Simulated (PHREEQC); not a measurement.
## Brine

Consider water at 25 °C with 1.2 mol/kgw Na2SO4, 0.098 mol/kgw KCl and 0.075 mol/kgw KBr. Closed to the air; pH follows from the charge balance.

All values are PHREEQC results (Pitzer model, pitzer.dat), not measurements.

Each row changes one thing in this solution. Precipitation was switched off in this run.

```json
[
 {"case": "as made", "pH": "7.37", "SI of Mirabilite (Na2SO4:10H2O)": "-0.32", "SI of Thenardite (Na2SO4)": "-1.05"},
 {"case": "diluted 2-fold with water", "pH": "7.34", "SI of Mirabilite (Na2SO4:10H2O)": "?", "SI of Thenardite (Na2SO4)": "-1.60"},
 {"case": "0.017 mol/kgw LiOH added", "pH": "11.97", "SI of Mirabilite (Na2SO4:10H2O)": "-0.32", "SI of Thenardite (Na2SO4)": "-1.05"},
 {"case": "KCl from 0.098 to 0.049 mol/kgw", "pH": "7.37", "SI of Mirabilite (Na2SO4:10H2O)": "-0.31", "SI of Thenardite (Na2SO4)": "-1.05"},
 {"case": "0.13 mol/kgw K2SO4 added", "pH": "7.39", "SI of Mirabilite (Na2SO4:10H2O)": "-0.35", "SI of Thenardite (Na2SO4)": "-1.07"},
 {"case": "KBr left out", "pH": "7.37", "SI of Mirabilite (Na2SO4:10H2O)": "-0.30", "SI of Thenardite (Na2SO4)": "-1.05"},
 {"case": "KCl from 0.098 to 0.147 mol/kgw", "pH": "7.37", "SI of Mirabilite (Na2SO4:10H2O)": "-0.33", "SI of Thenardite (Na2SO4)": "?"}
]
```

Question: Some entries are withheld; supply them.

Answer: 
- diluted 2-fold with water, SI of Mirabilite (Na2SO4:10H2O): -0.77
- KCl from 0.098 to 0.147 mol/kgw, SI of Thenardite (Na2SO4): -1.06

Species that the database lacks are ignored. In brines, pH and single-ion activities rest on the MacInnes convention.
